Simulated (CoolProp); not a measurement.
Nitrous oxide along the isobar 7450 kPa: Z from the reference equation and from simpler models built on Tc = 309.5 K, pc = 7245 kPa, ω = 0.161; each cubic takes its own stable root.

Values from CoolProp's reference Helmholtz-energy equation of state, Lemmon 2006. It is a short technical equation, of lower accuracy than the large ones.

```json
[
 {"T (K)": "233.8", "phase": "liquid", "reference": "0.1547"},
 {"T (K)": "256.3", "phase": "liquid", "reference": "0.1525"},
 {"T (K)": "278.9", "phase": "liquid", "reference": "0.1556"},
 {"T (K)": "301.5", "phase": "liquid", "reference": "0.1734"},
 {"T (K)": "324.1", "phase": "supercritical", "reference": "0.5853"},
 {"T (K)": "346.7", "phase": "supercritical", "reference": "0.7118"},
 {"T (K)": "369.2", "phase": "supercritical", "reference": "0.7826"},
 {"T (K)": "391.8", "phase": "supercritical", "reference": "0.8308"},
 {"T (K)": "414.4", "phase": "supercritical", "reference": "0.8659"},
 {"T (K)": "437", "phase": "supercritical", "reference": "0.8925"},
 {"T (K)": "459.6", "phase": "supercritical", "reference": "0.9134"}
]
```

Problem. How far does each simpler model (van der Waals, Peng-Robinson) lie from the reference over these 11 states: mean and median of the absolute difference, and the worst?

Solution. 
- van der Waals: mean 21.4 %, median 2.9 %, worst +56.0 % at 233.8 K and 7450 kPa
- Peng-Robinson: mean 2.5 %, median 1.9 %, worst +7.5 % at 301.5 K and 7450 kPa
